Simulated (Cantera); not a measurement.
A closed system holds: 1 mol borazine, 4.7 mol O2, 28 mol H2, 0.13 mol NH3, held at 1.00 bar.

Equilibrium computed with Cantera from the NASA thermochemical tables; the gas is ideal and each condensed phase is pure. Candidate condensed phases: B, BN, B2O3, B3O3H3, H2O; 39 gas species. The feed counts by its element totals alone. Gases not in the tables: H3BO3. The numbers say what is thermodynamically allowed, not how fast it happens.

Question: At 627 °C, list the 5 most abundant gas species with their mole fractions, and the condensed phases.

Answer: H2 0.804, H2O 0.146, N2 0.0477, (HBO2)3 0.00269, NH3 0.000191. Condensed: B2O3(l).
